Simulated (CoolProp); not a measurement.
R1233zd(E) along the isobar 2390 kPa: density (kg/m³) from the reference equation and from simpler models built on Tc = 165.7 °C, pc = 3583 kPa, ω = 0.304; each cubic takes its own stable root.

Values from CoolProp's reference Helmholtz-energy equation of state, Akasaka 2022.

```
T (°C)   phase  reference
------  ------  ---------
56.15   liquid       1192
61.05   liquid       1179
65.95   liquid       1166
70.75   liquid       1153
75.65   liquid       1139
80.55   liquid       1124
85.45   liquid       1109
90.35   liquid       1094
95.15   liquid       1078
100.05  liquid       1062
104.95  liquid       1044
109.85  liquid       1026
114.75  liquid       1007
119.55  liquid      986.8
124.45  liquid      964.8
129.35  liquid      940.6
```

Problem. How far does each simpler model (van der Waals, Redlich-Kwong) lie from the reference over these 16 states: mean and median of the absolute difference, and the worst?

Solution. 
- van der Waals: mean 43.3 %, median 40.4 %, worst -84.7 % at 129.35 °C and 2390 kPa
- Redlich-Kwong: mean 17.2 %, median 16.8 %, worst -21.5 % at 129.35 °C and 2390 kPa

At some of these states van der Waals gives the other phase, because its saturation line lies elsewhere.
